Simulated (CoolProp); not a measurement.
A single-stage vapour-compression cycle with R124: evaporating at 232.15 K (dew point), condensing at 290.15 K (bubble point), superheat 0 K, subcooling 8 K, compressor efficiency 0.9, no pressure losses. Each further row changes one setting.

Computed with CoolProp (reference Helmholtz-energy equation of state, de Vries 1995).

```tsv
case	cooling COP	pressure ratio	discharge temperature (K)	refrigerating effect (kJ/kg)	volumetric capacity (kJ/m³)
as stated	…	11.9	300.4	126	226
evaporating temperature 237.15 K	…	…	298.5	…	298
condensing temperature 285.15 K	…	10.0	295.3	131	236
subcooling 13 K	3.12	11.9	300.4	131	236
superheat 10 K	3.01	11.9	311.0	…	227
compressor efficiency 0.8	…	11.9	…	126	226
```

Question: What belongs in the gaps?

Answer: 
- as stated, cooling COP: 2.99
- evaporating temperature 237.15 K, cooling COP: 3.42
- evaporating temperature 237.15 K, pressure ratio: 9.05
- evaporating temperature 237.15 K, refrigerating effect (kJ/kg): 129
- condensing temperature 285.15 K, cooling COP: 3.37
- superheat 10 K, refrigerating effect (kJ/kg): 132
- compressor efficiency 0.8, cooling COP: 2.66
- compressor efficiency 0.8, discharge temperature (K): 307.1
